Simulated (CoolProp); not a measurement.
Ethylene along the isobar 25.8 MPa: fugacity coefficient from the reference equation and from simpler models built on Tc = 9.2 °C, pc = 5.042 MPa, ω = 0.087; each cubic takes its own stable root.

Model: reference Helmholtz-energy equation of state, Smukala 2000, in CoolProp.

```tsv
T (°C)	phase	reference	Redlich-Kwong	Soave-Redlich-Kwong	Peng-Robinson
-31.55	liquid	0.1163	0.1271	0.1220	0.1100
-13.15	liquid	0.1683	0.1816	0.1775	0.1600
5.25	liquid	0.2281	0.2424	0.2415	0.2178
23.75	supercritical	0.2936	0.3073	0.3115	0.2814
42.15	supercritical	0.3614	0.3730	0.3838	0.3473
60.55	supercritical	0.4294	0.4376	0.4559	0.4135
79.05	supercritical	0.4958	0.4996	0.5259	0.4781
97.45	supercritical	0.5580	0.5573	0.5911	0.5387
115.85	supercritical	0.6155	0.6103	0.6511	0.5949
134.25	supercritical	0.6677	0.6584	0.7052	0.6462
152.75	supercritical	0.7148	0.7018	0.7539	0.6927
171.15	supercritical	0.7566	0.7403	0.7969	0.7343
```
